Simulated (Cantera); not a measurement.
A Cantera script and what it prints.

```python
import numpy as np
import cantera as ct

gas_names = """
    AL ALI ALI3 ALN AL2 AL2I6 I I2 N N2
""".split()
cond_names = """
    AL(cr) AL(L) ALI3(s) ALI3(L) ALN(s) I2(cr) I2(L)
""".split()


# ... load() reads the species with a 1 bar reference pressure and builds the phases ...
atoms = {
    'AlN': {'AL': 1, 'N': 1},
    'I2': {'I': 2},
}
top_T = {'ALN(s)': 2750}  # K; cautious upper limits of use, not melting points


# ... equilibrate(T, P, feed) seeds the gas with the atoms and calls Mixture.equilibrate('TP', solver="vcs", rtol=1e-11, max_steps=5000) ...
results = []
feed = {'AlN': 1, 'I2': 1.3}  # mol
T = 1648.15  # K
P = 1800  # Pa
mix = equilibrate(T, P, feed)
results.append((T, P, feed, dict(zip(mix.species_names, mix.species_moles))))
x = sorted(zip(gas.X, gas.species_names), reverse=True)
print(f"T = {T:g} K  P = {P:g} Pa  gas = {mix.phase_moles(0):.4g} mol")
print("   x: " + "  ".join(f"{s} {v:.3e}" for v, s in x if v > 1e-06))
print("   condensed (mol): " + ("  ".join(f"{mix.phase(i).name} {mix.phase_moles(i):.4g}"
      for i in range(1, mix.n_phases) if mix.phase_moles(i) > 1e-12) or "none"))
```

It prints:

```
T = 1648.15 K  P = 1800 Pa  gas = 2.805 mol
   x: I 6.585e-01  ALI 2.073e-01  N2 1.133e-01  ALI3 1.921e-02  I2 1.680e-03  AL 7.453e-06
   condensed (mol): ALN(s) 0.3644
```

Equilibrium computed with Cantera from the NASA thermochemical tables; the gas is ideal and each condensed phase is pure.
